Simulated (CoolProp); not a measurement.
A single-stage vapour-compression cycle with the fluid: evaporating at 211.15 K (dew point), condensing at 281.15 K (bubble point), superheat 2 K, subcooling 0 K, compressor efficiency 0.6, no pressure losses. The same conditions are run with several fluids, on thermodynamics alone (safety and materials aside).

Values from CoolProp's reference Helmholtz-energy equation of state of each fluid (propylene: Lemmon 2013; carbonyl sulfide: Lemmon 2006; R410A: Lemmon 2003; hydrogen chloride: Thol 2018; R407C: Lemmon 2003; R115: Lemmon 2016). Blends and air are pseudo-pure fits.

```csv
fluid,cooling COP,pressure ratio,discharge temperature (K),refrigerating effect (kJ/kg),volumetric capacity (kJ/m³)
propylene,1.33,14.7,367.3,296,359
carbonyl sulfide,1.35,14.5,458.6,232,453
R410A,1.29,17.9,393.0,183,441
hydrogen chloride,1.19,9.92,522.2,290,2040
R407C,1.16,30.0,391.0,(withheld),(withheld)
R115,1.15,17.5,(withheld),67.3,192
```

What belongs in the gaps?


- R407C, refrigerating effect (kJ/kg): 164
- R407C, volumetric capacity (kJ/m³): 198
- R115, discharge temperature (K): 309.1
